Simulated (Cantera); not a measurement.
A perfectly stirred reactor is fed with CH4 : CO2 = 1 : 0.38 (molar parts), at 59000 Pa; it is held at 1523 K, and followed from long to short residence time.

Computed with Cantera and GRI-Mech 3.0 (53 species, 325 reactions). GRI-Mech 3.0 stops at C3 and has no aromatics, soot or wall deposition, so with more carbon than oxygen in the feed, carbon stays in small species such as C2H2 where larger ones or solid carbon would form.

Task: What does this change do: pressure from 59000 Pa to 2300000 Pa?

Result: 
```
quantity                 before     after
----------------------  -------  --------
x(CH4) at τ = 1.00 s      0.243     0.323
x(CO2) at τ = 1.00 s     0.0874    0.0548
x(CH2O) at τ = 1.00 s   6.86e-7   1.21e-6
x(CH2) at τ = 1.00 s    7.62e-9  8.81e-10
x(OH) at τ = 1.00 s     1.16e-7   3.74e-8
x(CH4) at τ = 72.0 ms     0.586     0.412
x(CO2) at τ = 72.0 ms     0.245     0.150
x(CH2O) at τ = 72.0 ms  3.01e-6   1.05e-6
x(CH2) at τ = 72.0 ms   9.61e-9  8.31e-10
x(OH) at τ = 72.0 ms    1.75e-8   2.45e-8
```
The pressure lies above the range GRI-Mech 3.0 was tuned for (to about 10 atm).
